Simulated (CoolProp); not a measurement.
1-butene along the isotherm 444.5 K: Z from the reference equation and from simpler models built on Tc = 419.3 K, pc = 4006 kPa, ω = 0.192; each cubic takes its own stable root.

Values from CoolProp's reference Helmholtz-energy equation of state, Lemmon 2005. It is a short technical equation, of lower accuracy than the large ones.

```tsv
p (kPa)	phase	reference	Redlich-Kwong	Soave-Redlich-Kwong	Peng-Robinson
19	gas	0.9986	0.9986	0.9987	0.9985
30.7	gas	0.9978	0.9978	0.9978	0.9976
49.6	gas	0.9964	0.9964	0.9965	0.9961
80.1	gas	0.9942	0.9942	0.9944	0.9936
129	gas	0.9907	0.9907	0.9909	0.9897
209	gas	0.9849	0.9849	0.9852	0.9833
338	gas	0.9754	0.9754	0.9759	0.9729
546	gas	0.9599	0.9599	0.9608	0.9559
882	gas	0.9341	0.9342	0.9358	0.9280
1420	gas	0.8907	0.8913	0.8940	0.8818
2300	gas	0.8134	0.8150	0.8203	0.8013
3720	gas	0.6634	0.6663	0.6793	0.6517
6010	supercritical	0.3421	0.3707	0.3995	0.3719
```
